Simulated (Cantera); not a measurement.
What does this Cantera script print?

```python
import numpy as np
import cantera as ct

gas_names = """
    C CN CO CO2 C2 CCN CNC C2N2 C2O C3 C3O2 C4 C4N2 C5 N NCO NO NO2 NO3 N2 N2O O O2 O3 Si SiC SiC2 SiN
    SiO SiO2 Si2 Si2C Si2N Si3
""".split()
cond_names = """
    C(gr) Si(cr) Si(L) SiC(b) SiO2(Lqz) SiO2(hqz) SiO2(L) Si2N2O(s) Si3N4(a)
""".split()


# ... load() reads the species with a 1 bar reference pressure and builds the phases ...
atoms = {
    'SiO2': {'Si': 1, 'O': 2},
    'CO': {'C': 1, 'O': 1},
    'N2': {'N': 2},
}
top_T = {'C(gr)': 4500, 'SiC(b)': 3050, 'Si2N2O(s)': 2100, 'Si3N4(a)': 2400}  # K; cautious upper limits of use, not melting points


# ... equilibrate(T, P, feed) seeds the gas with the atoms and calls Mixture.equilibrate('TP', solver="vcs", rtol=1e-11, max_steps=5000) ...
results = []
feed = {'SiO2': 1, 'CO': 2.6, 'N2': 0.21}  # mol
P = 101325  # Pa
for T in [1100, 1175, 1250, 1325, 1400, 1475, 1550, 1625, 1700, 1775, 1850, 1925, 2000]:
    mix = equilibrate(T, P, feed)
    results.append((T, P, feed, dict(zip(mix.species_names, mix.species_moles))))

top = {s: max(r[3][s] / sum(r[3][g] for g in gas_names) for r in results) for s in gas_names}
cols = sorted((s for s in top if top[s] > 1e-06), key=lambda s: -top[s])[:8]
seen = [c for c in cond_names if any(r[3].get(c, 0) > 1e-12 for r in results)]
print("log10 of partial pressures in bar; condensed amounts in mol")
print(f"{'T/K':>10s}" + "".join(f"{s[:9]:>10s}" for s in cols + seen))
for T, P, feed, n in results:
    ng = sum(n[g] for g in gas_names)
    print(f"{T:10.4g}" + "".join(f"{np.log10(max(n[s] / ng * P / 1e5, 1e-99)):10.3f}" for s in cols)
          + "".join(f"{n.get(c, 0):10.4g}" for c in seen))
```

It prints:

```
log10 of partial pressures in bar; condensed amounts in mol
       T/K        CO        N2       CO2       SiO     C(gr) SiO2(hqz)   SiO2(L)
      1100    -0.062    -1.093    -1.179   -14.568    0.1724         1         0
      1175    -0.039    -1.111    -1.646   -12.515   0.06128         1         0
      1250    -0.032    -1.117    -2.081   -10.700   0.02283         1         0
      1325    -0.030    -1.119    -2.473    -9.091  0.009309         1         0
      1400    -0.029    -1.120    -2.823    -7.657  0.004162         1         0
      1475    -0.028    -1.120    -3.137    -6.372   0.00202         1         0
      1550    -0.028    -1.121    -3.420    -5.214  0.001038         1         0
      1625    -0.028    -1.121    -3.675    -4.166  0.000397    0.9998         0
      1700    -0.028    -1.121    -3.560    -3.560         0         0    0.9992
      1775    -0.029    -1.121    -3.236    -3.236         0         0    0.9984
      1850    -0.029    -1.121    -2.940    -2.940         0         0    0.9968
      1925    -0.030    -1.122    -2.668    -2.668         0         0     0.994
      2000    -0.031    -1.122    -2.418    -2.418         0         0    0.9894
```

Cantera equilibrium calculation (NASA polynomials, part measured and part estimated; ideal gas, pure solids and liquids). The tables hold silica as quartz up to 1696 K and as liquid above; real silica turns to tridymite and cristobalite and melts near 1996 K.
